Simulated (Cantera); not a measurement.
An isothermal, constant-pressure homogeneous reactor starts with CH4 : N2 = 1 : 2.6 (molar parts), at 1975 K and 82.5 Torr.

Detailed kinetics in Cantera: GRI-Mech 3.0 (53 species, 325 reactions). GRI-Mech 3.0 stops at C3 and has no aromatics, soot or wall deposition, so with more carbon than oxygen in the feed, carbon stays in small species such as C2H2 where larger ones or solid carbon would form.

x: mole fraction; the columns are a selection and need not sum to one.

| t (s) | x CH4 | x CH2 | x C2H6 | x H | x C2H4 |
|---|---|---|---|---|---|
| 0.000400 | 0.242 | 1.66e-5 | 0.000201 | 0.000152 | 0.00812 |
| 0.000970 | 0.141 | 2.46e-5 | 0.000212 | 0.000627 | 0.0143 |
| 0.00235 | 0.0607 | 1.58e-5 | [?] | 0.00104 | 0.00232 |
| 0.00570 | 0.0226 | 9.69e-6 | [?] | 0.00140 | 0.000363 |
| 0.0138 | 0.00693 | 5.12e-6 | [?] | 0.00181 | 6.94e-5 |
| 0.0335 | 0.00195 | 2.15e-6 | [?] | 0.00217 | 3.38e-5 |
| 0.0812 | 0.000613 | 7.89e-7 | [?] | 0.00233 | 3.02e-5 |
| 0.197 | 0.000234 | 3.12e-7 | [?] | 0.00236 | 2.99e-5 |
| 0.478 | 0.000128 | 1.71e-7 | 6.70e-10 | 0.00237 | 2.99e-5 |
| 1.16 | 0.000112 | 1.51e-7 | 5.54e-10 | 0.00237 | 2.98e-5 |
| 2.81 | 0.000112 | 1.50e-7 | 5.52e-10 | 0.00237 | 2.98e-5 |
| 6.81 | 0.000112 | 1.50e-7 | 5.53e-10 | 0.00237 | 2.98e-5 |
| 16.5 | 0.000112 | 1.51e-7 | 5.54e-10 | 0.00237 | 2.98e-5 |
| 40.0 | 0.000113 | 1.51e-7 | 5.56e-10 | 0.00237 | 2.96e-5 |

Q: What belongs in the gaps?

A: 
- 0.00235, x C2H6: 4.80e-5
- 0.00570, x C2H6: 8.38e-6
- 0.0138, x C2H6: 1.06e-6
- 0.0335, x C2H6: 1.06e-7
- 0.0812, x C2H6: 1.15e-8
- 0.197, x C2H6: 1.86e-9
